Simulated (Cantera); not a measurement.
A perfectly stirred reactor is fed with 8.72 % CH4, 18.7 % O2, 70.5 % N2, 2.01 % CO2, at 25000 Pa; it is adiabatic with a 400 K inlet, and is followed from long to short residence time, starting on the burning branch (τ in s: 0.071, 0.031, 0.013, 0.0059, 0.0026, 0.0011, 0.00049, 0.00021, 9.2e-05, 4e-05, 1.8e-05, 7.6e-06).

Model: GRI-Mech 3.0 (53 species, 325 reactions), integrated in Cantera.

Question: Predict: blow-out, bracketed by the residence times tried; x(CH4) at τ = 71.0 ms; x(O2) at τ = 71.0 ms; x(CO2) at τ = 71.0 ms; x(H2O) at τ = 71.0 ms; x(CH2CO) at τ = 71.0 ms; x(CH4) at τ = 0.490 ms; x(O2) at τ = 0.490 ms; x(CO2) at τ = 0.490 ms; x(H2O) at τ = 0.490 ms; x(CH2CO) at τ = 0.490 ms.

Answer: blow-out, bracketed by the residence times tried: burning at 0.490 ms, out at 0.210 ms
x(CH4) at τ = 71.0 ms: 9.46e-6
x(O2) at τ = 71.0 ms: 0.0205
x(CO2) at τ = 71.0 ms: 0.0918
x(H2O) at τ = 71.0 ms: 0.163
x(CH2CO) at τ = 71.0 ms: 1.09e-9
x(CH4) at τ = 0.490 ms: 0.000773
x(O2) at τ = 0.490 ms: 0.0384
x(CO2) at τ = 0.490 ms: 0.0657
x(H2O) at τ = 0.490 ms: 0.142
x(CH2CO) at τ = 0.490 ms: 3.64e-7
